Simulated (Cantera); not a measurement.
A freely propagating, adiabatic, planar premixed flame of H2 : O2 : N2 = 1 : 0.893 : 3.36 (molar parts), equivalence ratio 0.56, unburnt at 550 K and 1.00 bar; mixture-averaged transport, grid criteria slope 0.08 and curve 0.16, no radiation.

Cantera simulation using the H2/O2 subset of GRI-Mech 3.0, which has no nitrogen chemistry; the numbers are that mechanism's predictions, not measurements. Burning velocities carry a grid error of a few per cent, more on coarse grids. Lean hydrogen flames are cellular in practice and burn faster than this planar one.

Question: What does this change do: inlet temperature 550 to 300 K?

Answer: 
```csv
quantity,before,after
laminar burning velocity,302 cm/s,60.2 cm/s
thermal thickness,0.410 mm,0.409 mm
peak x(H),0.0154,0.00500
peak x(OH),0.00972,0.00518
peak x(O),0.00965,0.00413
```

Question: What does this change do: H2 1 to 0.76 parts?

Answer: 
```
quantity                    before     after
------------------------  --------  --------
laminar burning velocity  302 cm/s  150 cm/s
thermal thickness         0.410 mm  0.439 mm
peak x(H)                   0.0154   0.00507
peak x(OH)                 0.00972   0.00482
peak x(O)                  0.00965   0.00492
```
